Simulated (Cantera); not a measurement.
Input (Python, Cantera) and output of one run.

```python
import numpy as np
import cantera as ct

gas_names = [...]  # 109 gases of nasa_gas.yaml made of C, Cl, H, Si
cond_names = """
    C(gr) C6H6(L) C7H8(L) C8H18(L),n-octa Si(cr) Si(L) SiC(b)
""".split()


# ... load() reads the species with a 1 bar reference pressure and builds the phases ...
atoms = {
    'SiH2Cl2': {'Si': 1, 'H': 2, 'CL': 2},
    'C3H8': {'C': 3, 'H': 8},
    'H2': {'H': 2},
}
top_T = {'C(gr)': 4500, 'SiC(b)': 3050}  # K; cautious upper limits of use, not melting points


# ... equilibrate(T, P, feed) seeds the gas with the atoms and calls Mixture.equilibrate('TP', solver="vcs", rtol=1e-11, max_steps=5000) ...
results = []
feed = {'SiH2Cl2': 1, 'C3H8': 0.043, 'H2': 230}  # mol
P = 40000  # Pa
for T in [1798, 1848, 1898, 1948, 1998, 2048, 2098, 2148, 2198, 2248, 2298]:
    mix = equilibrate(T, P, feed)
    results.append((T, P, feed, dict(zip(mix.species_names, mix.species_moles))))
    x = sorted(zip(gas.X, gas.species_names), reverse=True)
    print(f"T = {T:g} K  P = {P:g} Pa  gas = {mix.phase_moles(0):.4g} mol")
    print("   x: " + "  ".join(f"{s} {v:.3e}" for v, s in x if v > 0.001))
    print("   condensed (mol): " + ("  ".join(f"{mix.phase(i).name} {mix.phase_moles(i):.4g}"
          for i in range(1, mix.n_phases) if mix.phase_moles(i) > 1e-12) or "none"))
```

It prints:

```
T = 1798 K  P = 40000 Pa  gas = 232.2 mol
   x: H2 9.910e-01  HCL 8.182e-03
   condensed (mol): Si(L) 0.8128  SiC(b) 0.1272
T = 1848 K  P = 40000 Pa  gas = 232.3 mol
   x: H2 9.907e-01  HCL 8.204e-03
   condensed (mol): Si(L) 0.8099  SiC(b) 0.127
T = 1898 K  P = 40000 Pa  gas = 232.3 mol
   x: H2 9.902e-01  HCL 8.221e-03  H 1.230e-03
   condensed (mol): Si(L) 0.8034  SiC(b) 0.1267
T = 1948 K  P = 40000 Pa  gas = 232.4 mol
   x: H2 9.896e-01  HCL 8.233e-03  H 1.777e-03
   condensed (mol): Si(L) 0.7913  SiC(b) 0.1261
T = 1998 K  P = 40000 Pa  gas = 232.5 mol
   x: H2 9.888e-01  HCL 8.239e-03  H 2.522e-03
   condensed (mol): Si(L) 0.771  SiC(b) 0.1251
T = 2048 K  P = 40000 Pa  gas = 232.6 mol
   x: H2 9.876e-01  HCL 8.239e-03  H 3.519e-03
   condensed (mol): Si(L) 0.7381  SiC(b) 0.1231
T = 2098 K  P = 40000 Pa  gas = 232.8 mol
   x: H2 9.861e-01  HCL 8.232e-03  H 4.832e-03
   condensed (mol): Si(L) 0.6862  SiC(b) 0.1194
T = 2148 K  P = 40000 Pa  gas = 233.1 mol
   x: H2 9.840e-01  HCL 8.216e-03  H 6.537e-03
   condensed (mol): Si(L) 0.6061  SiC(b) 0.1125
T = 2198 K  P = 40000 Pa  gas = 233.5 mol
   x: H2 9.813e-01  H 8.722e-03  HCL 8.190e-03
   condensed (mol): Si(L) 0.4841  SiC(b) 0.1
T = 2248 K  P = 40000 Pa  gas = 233.9 mol
   x: H2 9.777e-01  H 1.149e-02  HCL 8.151e-03  Si 1.453e-03
   condensed (mol): Si(L) 0.3007  SiC(b) 0.07787
T = 2298 K  P = 40000 Pa  gas = 234.6 mol
   x: H2 9.730e-01  H 1.494e-02  HCL 8.098e-03  Si 2.288e-03
   condensed (mol): Si(L) 0.02853  SiC(b) 0.03917
```

Cantera equilibrium calculation (NASA polynomials, part measured and part estimated; ideal gas, pure solids and liquids). Mutual solubility and eutectic melting of coexisting phases are not modelled. The tables' values for SiCl are old estimates; treat these amounts as uncertain. Gases not in the tables: Si2H6 and higher silanes.
